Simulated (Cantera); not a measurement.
**Boron, boron nitride and boron oxide: B2H6 + H2**

Feed: 1 mol B2H6, 2.7 mol H2, equilibrated at 1950 K and 0.00490 bar.

Cantera equilibrium calculation (NASA polynomials, part measured and part estimated; ideal gas, pure solids and liquids). Candidate condensed phases: B; 7 gas species. The feed counts by its element totals alone. The tables' values for BH2 are old estimates; treat these amounts as uncertain. The numbers say what is thermodynamically allowed, not how fast it happens.

```json
{
  "x(H2)": "0.983",
  "x(H)": "0.0162",
  "x(BH2)": "0.000343",
  "x(B)": "1.16e-5",
  "x(BH)": "2.22e-6",
  "x(BH3)": "2.14e-6",
  "n(B(s))": "2.00 mol",
  "gas_amount": "5.747 mol"
}
```
